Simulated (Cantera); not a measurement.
Charge: 1 mol SiCl4, 2.2 mol HCl, 16 mol H2, at 850 K and 8250 Torr.

Method: chemical equilibrium by Gibbs-energy minimisation in Cantera with the NASA 1993 tables (ideal gas, pure condensed phases). Candidate condensed phases: Si; 19 gas species. The numbers say what is thermodynamically allowed, not how fast it happens.

Base state: H2 0.833, HCl 0.115, SiCl4 0.0515, SiHCl3 0.000617 (mole fractions); condensed: gas only.

What changes in the equilibrium state with this change: temperature from 850 K to 1125 K?


```tsv
species	before	after
H2	0.833	0.828
HCl	0.115	0.120
SiCl4	0.0515	0.0463
SiCl3	3.65e-7	0.000133
SiH2Cl2	6.51e-7	8.10e-5
SiHCl3	0.000617	0.00553
```
The tables' values for SiCl3 are old estimates; treat these amounts as uncertain.
